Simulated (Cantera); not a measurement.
Equilibrium for aluminium and copper etching: Cu + F2 + N2

Feed: 1 mol Cu, 1.4 mol F2, 1 mol N2, equilibrated at 1.10 mbar.

Equilibrium computed with Cantera from the NASA thermochemical tables; the gas is ideal and each condensed phase is pure. Candidate condensed phases: Cu, CuF2; 11 gas species. Kinetics and transport are ignored.

| T (°C) | x N2 | x F | x CuF2 | x F2 | x CuF | x NF3 | x NF2 | n CuF2(s) | n CuF2(l) |
|---|---|---|---|---|---|---|---|---|---|
| 650 | 0.593 | 0.338 | 0.000852 | 0.0681 | <1e-12 | 2.25e-5 | 5.02e-8 | 0.999 | 0 |
| 700 | 0.570 | 0.394 | 0.00469 | 0.0308 | 2.65e-11 | 2.82e-6 | 2.81e-8 | 0.992 | 0 |
| 750 | 0.551 | 0.415 | 0.0216 | 0.0126 | 8.84e-10 | 3.33e-7 | 1.39e-8 | 0.961 | 0 |
| 800 | 0.511 | 0.399 | 0.0855 | 0.00472 | 2.30e-8 | 3.62e-8 | 6.06e-9 | 0.833 | 0 |
| 850 | 0.403 | 0.320 | 0.276 | 0.00133 | 4.96e-7 | 2.53e-9 | 1.80e-9 | 0 | 0.317 |
| 900 | 0.357 | 0.285 | 0.357 | 0.000495 | 3.36e-6 | 3.02e-10 | 7.42e-10 | 0 | 0 |
| 950 | 0.357 | 0.285 | 0.357 | 0.000248 | 1.38e-5 | 6.28e-11 | 4.30e-10 | 0 | 0 |
| 1000 | 0.357 | 0.286 | 0.357 | 0.000131 | 5.05e-5 | 1.47e-11 | 2.60e-10 | 0 | 0 |
| 1050 | 0.357 | 0.286 | 0.357 | 7.22e-5 | 0.000168 | 3.85e-12 | 1.63e-10 | 0 | 0 |
| 1100 | 0.357 | 0.286 | 0.356 | 4.17e-5 | 0.000512 | 1.11e-12 | 1.06e-10 | 0 | 0 |
| 1150 | 0.357 | 0.287 | 0.355 | 2.51e-5 | 0.00144 | <1e-12 | 7.08e-11 | 0 | 0 |
x: gas mole fraction; n: condensed amount in mol.

From 650 °C to 800 °C the condensed part is CuF2(s). At 850 °C the condensed part is CuF2(l). From 900 °C to 1150 °C nothing is condensed. The main Cu-bearing gas is CuF2 throughout.
